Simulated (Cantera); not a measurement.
An isothermal, constant-pressure homogeneous reactor starts with NO : N2 = 1 : 9.1 (molar parts), at 1975 K and 10.00 Torr. Integrator tolerance rtol = 1e-08.

Model: GRI-Mech 3.0 (53 species, 325 reactions), integrated in Cantera. Radical loss at walls, strong at low pressure, is not modelled.

**Question.** What does this change do: pressure from 10.00 Torr to 66.0 Torr?

**Answer.** 
```
quantity                                            before                                      after
----------------  ----------------------------------------  -----------------------------------------
x(NO) at 3.00 s     0.0963 (gas-phase equilibrium 0.00373)     0.0865 (gas-phase equilibrium 0.00374)
x(O) at 3.00 s    0.000273 (gas-phase equilibrium 0.00104)  0.000167 (gas-phase equilibrium 0.000407)
x(N2O) at 3.00 s   3.78e-6 (gas-phase equilibrium 2.66e-8)    3.23e-6 (gas-phase equilibrium 6.86e-8)
x(O2) at 3.00 s     0.00122 (gas-phase equilibrium 0.0471)     0.00615 (gas-phase equilibrium 0.0474)
x(N2) at 3.00 s        0.902 (gas-phase equilibrium 0.948)        0.907 (gas-phase equilibrium 0.948)
x(NO2) at 3.00 s   1.93e-6 (gas-phase equilibrium 3.66e-7)    8.47e-6 (gas-phase equilibrium 9.47e-7)
```

**Question.** What does this change do: 0.16 parts H2O added?

**Answer.** 
```tsv
quantity	before	after
x(NO) at 3.00 s	0.0963 (gas-phase equilibrium 0.00373)	0.0907 (gas-phase equilibrium 0.00366)
x(O) at 3.00 s	0.000273 (gas-phase equilibrium 0.00104)	0.000292 (gas-phase equilibrium 0.00103)
x(N2O) at 3.00 s	3.78e-6 (gas-phase equilibrium 2.66e-8)	1.09e-6 (gas-phase equilibrium 2.59e-8)
x(O2) at 3.00 s	0.00122 (gas-phase equilibrium 0.0471)	0.00336 (gas-phase equilibrium 0.0461)
x(N2) at 3.00 s	0.902 (gas-phase equilibrium 0.948)	0.890 (gas-phase equilibrium 0.933)
x(NO2) at 3.00 s	1.93e-6 (gas-phase equilibrium 3.66e-7)	2.29e-6 (gas-phase equilibrium 3.55e-7)
```
